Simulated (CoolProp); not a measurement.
Values from CoolProp's reference Helmholtz-energy equation of state, Akasaka 2023.

**Question.** For R1336mzz(E), give the phase and the density (kg/m³), cv (kJ/(kg K)), speed of sound (m/s), Joule-Thomson coefficient (K/MPa) at 361.6 K and 5.7 MPa; 345.3 K and 0.83 MPa; 288.6 K and 0.469 MPa.

**Answer.** 
- 361.6 K and 5.7 MPa: liquid; density 1140, cv 0.915, speed of sound 362, Joule-Thomson coefficient 0.156
- 345.3 K and 0.83 MPa: liquid; density 1160, cv 0.907, speed of sound 347, Joule-Thomson coefficient 0.244
- 288.6 K and 0.469 MPa: liquid; density 1360, cv 0.876, speed of sound 612, Joule-Thomson coefficient -0.228
